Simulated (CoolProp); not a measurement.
A single-stage vapour-compression cycle with propyne: evaporating at 323.15 K (dew point), condensing at 385.15 K (bubble point), superheat 5 K, subcooling 2 K, compressor efficiency 0.6, no pressure losses. Each further row changes one setting.

Computed with CoolProp (reference Helmholtz-energy equation of state, Polt 1992). This equation is an older, rougher fit; its heat capacities, sound speeds and derivatives of the liquid may be far off and weren't checked against measurements.

```
case                              cooling COP  pressure ratio  discharge temperature (K)  refrigerating effect (kJ/kg)  volumetric capacity (kJ/m³)
--------------------------------  -----------  --------------  -------------------------  ----------------------------  ---------------------------
as stated                                1.94            3.67                      422.7                           243                         4840
evaporating temperature 328.15 K            …            3.25                      419.5                           247                         5570
condensing temperature 380.15 K          2.26            3.35                      415.8                           263                         5240
subcooling 7 K                           2.11            3.67                      422.7                             …                            …
superheat 15 K                              …            3.67                      433.8                           264                         4970
compressor efficiency 0.5                   …            3.67                      432.5                           243                         4840
```

Q: Complete the blanks.

A: 
- evaporating temperature 328.15 K, cooling COP: 2.19
- subcooling 7 K, refrigerating effect (kJ/kg): 265
- subcooling 7 K, volumetric capacity (kJ/m³): 5280
- superheat 15 K, cooling COP: 1.98
- compressor efficiency 0.5, cooling COP: 1.62
